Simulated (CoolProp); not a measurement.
Aqueous calcium chloride as a coolant, 20 % by mass, freezing at -18.3 °C, 1 atm.

Computed with CoolProp (Melinder's fits for secondary coolants).

```csv
T (°C),Prandtl number,viscosity (mPa s),cp (kJ/(kg K)),density (kg/m³)
-9.7,24.4,4.29,3.024,1187
-3.8,20.1,3.56,3.044,1185
2,16.8,3.01,3.062,1184
7.8,14.2,2.57,3.079,1183
13.7,12.1,2.21,3.095,1182
19.5,10.5,1.93,3.110,1181
25.4,9.13,1.70,3.124,1179
31.2,8.03,1.51,3.136,1176
37.1,7.10,1.35,3.148,1172
```
